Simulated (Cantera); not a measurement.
Cantera run, input and output.

```python
import numpy as np
import cantera as ct

gas = ct.Solution("gri30.yaml")


def delay(T, t_max=10):
    gas.TPX = T, 590000, {'CH4': 1, 'CO': 0.14, 'O2': 4.7, 'N2': 17.7, 'H2O': 1.5}
    reactor = ct.IdealGasConstPressureReactor(gas, clone=False)
    net = ct.ReactorNet([reactor])
    net.rtol, net.atol = 1e-8, 1e-16
    while net.time < t_max:
        t_old, T_old = net.time, reactor.T
        net.step()
        if reactor.T > T + 400:  # ignition: a rise of 400 K
            return t_old + (T + 400 - T_old) / (reactor.T - T_old) * (net.time - t_old)
    return np.nan


taus = []
for T in [1175, 1250, 1325, 1400, 1475, 1550, 1625, 1700, 1775, 1850]:
    taus.append(delay(T))
    print(f"T0 = {T:6g} K   tau = {taus[-1]:.4e} s")
```

Output:

```
T0 =   1175 K   tau = 8.9879e-03 s
T0 =   1250 K   tau = 3.4337e-03 s
T0 =   1325 K   tau = 1.4303e-03 s
T0 =   1400 K   tau = 6.3747e-04 s
T0 =   1475 K   tau = 3.0130e-04 s
T0 =   1550 K   tau = 1.5064e-04 s
T0 =   1625 K   tau = 7.9732e-05 s
T0 =   1700 K   tau = 4.4722e-05 s
T0 =   1775 K   tau = 2.6564e-05 s
T0 =   1850 K   tau = 1.6694e-05 s
```

Detailed kinetics in Cantera: GRI-Mech 3.0 (53 species, 325 reactions).
